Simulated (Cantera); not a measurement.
Thermodynamics of boron, boron nitride and boron oxide, feed B + O₂ + NH₃

A closed system holds: 1 mol B, 4 mol O₂, 15 mol NH₃, held at 0.00330 bar.

Method: chemical equilibrium by Gibbs-energy minimisation in Cantera with the NASA 1993 tables (ideal gas, pure condensed phases). Candidate condensed phases: B, BN, B₂O₃, B₃O₃H₃, H₂O; 39 gas species. Gases not in the tables: H₃BO₃. Equilibrium is a limit: real reactors are often held back by kinetics, nucleation or transport.

From 1648 K to 2098 K nothing is condensed.

```
T (K)   x H₂   x N₂  x H₂O      x H  x HBO₂      x OH      x BO     x HBO
-----  -----  -----  -----  -------  ------  --------  --------  --------
1648   0.524  0.246  0.197  0.00112  0.0321   1.90e-5   4.91e-6  0.000107
1698   0.523  0.246  0.197  0.00182  0.0320   3.52e-5   9.57e-6  0.000137
1748   0.522  0.246  0.197  0.00287  0.0319   6.32e-5   1.79e-5  0.000172
1798   0.521  0.245  0.197  0.00442  0.0317  0.000110   3.24e-5  0.000214
1848   0.519  0.245  0.197  0.00665  0.0315  0.000185   5.66e-5  0.000261
1898   0.517  0.245  0.196  0.00978  0.0313  0.000304   9.57e-5  0.000315
1948   0.514  0.244  0.196   0.0141  0.0310  0.000486  0.000157  0.000375
1998   0.509  0.243  0.195   0.0199  0.0306  0.000760  0.000251  0.000441
2048   0.503  0.242  0.194   0.0276  0.0301   0.00116  0.000389  0.000511
2098   0.495  0.241  0.193   0.0377  0.0295   0.00174  0.000589  0.000584
```
x: gas mole fraction; nothing condenses.
